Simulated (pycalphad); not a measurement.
# Effect of Al content in Si-Al

Source of the numbers: pycalphad with the COST 507 light-alloy database (1999); pressure 1 atm. The database dates from 1999; later assessments differ in places, in temperatures and in the compounds included. Amounts are mole fractions of atoms.

```json
[
 {"alloy": "Si-0.72Al (at.%)", "liquidus (K)": "1684", "first solid": "DIAMOND_A4", "solidus (K)": "850", "phases at 930 K": "DIAMOND_A4 0.99, LIQUID 0.01"},
 {"alloy": "Si-2.89Al (at.%)", "liquidus (K)": "1673", "first solid": "DIAMOND_A4", "solidus (K)": "850", "phases at 930 K": "DIAMOND_A4 0.97, LIQUID 0.03"},
 {"alloy": "Si-4.33Al (at.%)", "liquidus (K)": "1666", "first solid": "DIAMOND_A4", "solidus (K)": "850", "phases at 930 K": "DIAMOND_A4 0.95, LIQUID 0.05"},
 {"alloy": "Si-5.78Al (at.%)", "liquidus (K)": "___", "first solid": "DIAMOND_A4", "solidus (K)": "850", "phases at 930 K": "___"},
 {"alloy": "Si-8.67Al (at.%)", "liquidus (K)": "1645", "first solid": "DIAMOND_A4", "solidus (K)": "850", "phases at 930 K": "DIAMOND_A4 0.90, LIQUID 0.10"},
 {"alloy": "Si-11.56Al (at.%)", "liquidus (K)": "1630", "first solid": "DIAMOND_A4", "solidus (K)": "850", "phases at 930 K": "DIAMOND_A4 0.86, LIQUID 0.14"}
]
```

Task: Some entries are withheld; supply them.

Result: 
- Si-5.78Al (at.%), liquidus (K): 1659
- Si-5.78Al (at.%), phases at 930 K: DIAMOND_A4 0.93, LIQUID 0.07

DIAMOND_A4 is diamond (Si).
